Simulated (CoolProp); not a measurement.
The numbers come from the reference Helmholtz-energy equation of state, Zhou 2012 in CoolProp.

Q: For p-xylene, give the phase and the cv (kJ/(kg K)), Joule-Thomson coefficient (K/MPa) at 608 K and 0.101 MPa.

A: 
- 608 K and 0.101 MPa: gas; cv 2.14, Joule-Thomson coefficient 7.81
